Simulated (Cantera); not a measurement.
Feed: 1 mol PbO, 1.1 mol CH4, 0.17 mol H2, at 101000 Pa.

Equilibrium computed with Cantera from the NASA thermochemical tables; the gas is ideal and each condensed phase is pure. Candidate condensed phases: C, C6H6, C7H8, C8H18, H2O, Pb, PbO, PbO2, Pb3O4; 113 gas species. Equilibrium is a limit: real reactors are often held back by kinetics, nucleation or transport.

Problem. At 1550 K, list the 6 most abundant gas species with their mole fractions, and the condensed phases.

Solution. H2 0.675, CO 0.285, Pb 0.0386, CH4 0.000938, H2O 0.000236, CO2 3.57e-5. Condensed: C(graphite) + Pb(l).
